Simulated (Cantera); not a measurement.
Feed: 1 mol K2SO4, 0.062 mol H2O, at 2123.15 K.

Cantera equilibrium calculation (NASA polynomials, part measured and part estimated; ideal gas, pure solids and liquids). Candidate condensed phases: H2O, H2SO4, K, KOH, KO2, K2O, K2O2, K2S, K2SO4, S; 26 gas species. The numbers say what is thermodynamically allowed, not how fast it happens.

Q: Which condensed phases are stable at each of these points (P (Pa)): 10, 36, 130, 460, 1700, 6000, 22000, 77000, 280000, 1000000?

A: 
| P (Pa) | condensed phases | K condensed (%) |
|---|---|---|
| 10 | gas only | 0.0 |
| 36 | gas only | 0.0 |
| 130 | gas only | 0.0 |
| 460 | gas only | 0.0 |
| 1700 | gas only | 0.0 |
| 6000 | gas only | 0.0 |
| 22000 | gas only | 0.0 |
| 77000 | K2SO4(l) | 96.2 |
| 280000 | K2SO4(l) | 99.0 |
| 1000000 | K2SO4(l) | 99.7 |

From 10.0 Pa to 0.220 bar nothing is condensed. From 0.770 bar to 10.0 bar the condensed part is K2SO4(l).
